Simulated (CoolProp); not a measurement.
50 sccm (0 °C, 1 atm) of nitrogen bubbles through liquid dimethyl carbonate at 341.2 K and leaves saturated at a total pressure of 0.15 MPa (ideal gas phase). Each further row changes one setting.

Computed with CoolProp (reference Helmholtz-energy equation of state, Zhou 2011).

| case | vapour pressure (kPa) | mole fraction of vapour | delivery (mg/min) | delivery (sccm) | change of delivery for a bath 1 K warmer (%) |
|---|---|---|---|---|---|
| as stated | 47.5 | 0.317 | 93.1 | ___ | ___ |
| bath temperature 346.2 K | 57.0 | ___ | ___ | 30.6 | 6.0 |
| total pressure 0.3 MPa | 47.5 | ___ | ___ | 9.41 | ___ |

Some entries are withheld; supply them.


- as stated, delivery (sccm): 23.2
- as stated, change of delivery for a bath 1 K warmer (%): 5.6
- bath temperature 346.2 K, mole fraction of vapour: 0.380
- bath temperature 346.2 K, delivery (mg/min): 123
- total pressure 0.3 MPa, mole fraction of vapour: 0.158
- total pressure 0.3 MPa, delivery (mg/min): 37.8
- total pressure 0.3 MPa, change of delivery for a bath 1 K warmer (%): 4.5
